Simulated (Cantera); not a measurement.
An isothermal, constant-pressure homogeneous reactor starts with 1.38 % CH₄, 98.6 % H₂, at 2025 K and 25.5 Torr.

Detailed kinetics in Cantera: GRI-Mech 3.0 (53 species, 325 reactions). GRI-Mech 3.0 stops at C3 and has no aromatics, soot or wall deposition, so with more carbon than oxygen in the feed, carbon stays in small species such as C2H2 where larger ones or solid carbon would form. Radical loss at walls, strong at low pressure, is not modelled.

x: mole fraction; the columns are a selection and need not sum to one.

```
t (s)        x CH₄   x H₂     x CH₃     x C₂H    x C₂H₆       x H    x C₂H₄
--------  --------  -----  --------  --------  --------  --------  --------
5.00e-5     0.0138  0.986   1.41e-5    <1e-12  1.21e-10   4.05e-5  5.08e-10
0.000177    0.0138  0.986       ___    <1e-12       ___       ___       ___
0.000630    0.0137  0.986  0.000148  1.64e-12   2.71e-8  0.000535   6.15e-7
0.00224     0.0132  0.984  0.000495  7.80e-10   2.37e-7   0.00187   1.03e-5
0.00794     0.0109  0.982   0.00116   8.76e-8   7.15e-7   0.00534   2.98e-5
0.0282     0.00452  0.983  0.000705   6.77e-7   1.90e-7   0.00782   9.34e-6
0.100      0.00103  0.983  0.000191   1.18e-6   1.18e-8   0.00927   1.84e-6
0.355     0.000221  0.983   4.49e-5   1.39e-6  6.01e-10    0.0102   1.34e-6
1.26       6.09e-5  0.983   1.27e-5   1.45e-6  5.03e-11    0.0104   1.32e-6
4.47       3.62e-5  0.983   7.54e-6   1.45e-6  2.04e-11    0.0104   1.32e-6
15.9       3.57e-5  0.983   7.44e-6   1.45e-6  2.00e-11    0.0104   1.32e-6
56.3       3.57e-5  0.983   7.44e-6   1.45e-6  2.00e-11    0.0104   1.32e-6
200        3.57e-5  0.983   7.44e-6   1.45e-6  2.00e-11    0.0104   1.32e-6
```

Question: Some entries are withheld; supply them.

Answer: 
- 0.000177, x CH₃: 4.39e-5
- 0.000177, x C₂H₆: 2.10e-9
- 0.000177, x H: 0.000150
- 0.000177, x C₂H₄: 1.79e-8
